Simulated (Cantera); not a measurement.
Charge: 1 mol CH₄, 0.43 mol NH₃, at 698.15 K and 15800 Torr.

Equilibrium computed with Cantera from the NASA thermochemical tables; the gas is ideal and each condensed phase is pure. Candidate condensed phases: C, C₆H₆, C₇H₈, C₈H₁₈; 92 gas species. The numbers say what is thermodynamically allowed, not how fast it happens.

Base state: CH₄ 0.545, H₂ 0.332, N₂ 0.111, NH₃ 0.0128 (mole fractions); condensed: gas only.

Task: What changes in the equilibrium state with this change: NH₃ from 0.43 to 0.15 mol?

Result: 
```tsv
species	before	after
CH₄	0.545	0.772
H₂	0.332	0.169
N₂	0.111	0.0562
NH₃	0.0128	0.00331
C₂H₆	3.76e-6	1.49e-5
```
